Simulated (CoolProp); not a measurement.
Vapour-liquid equilibrium of carbon dioxide (1) + isobutane (2) at -44.65 °C; x and y are mole fractions of (1).

Model: multi-fluid Helmholtz-energy mixture model, Span 1996 and Bücker 2006; pair parameters Kunz 2012, in CoolProp.

Task: Give the bubble pressure and the first vapour's composition at x = 0.05, 0.25, 0.65. Is there an azeotrope?

Result: x = 0.05: 99.87 kPa, y = 0.779; x = 0.25: 385.1 kPa, y = 0.948; x = 0.65: 659.3 kPa, y = 0.977. No azeotrope shows between x = 0.05 and 0.95.

The pair parameters rest on a limited set of measurements; away from them the model extrapolates. With so large a gap from Raoult's law the liquid may split in two, which this calculation doesn't test in full.
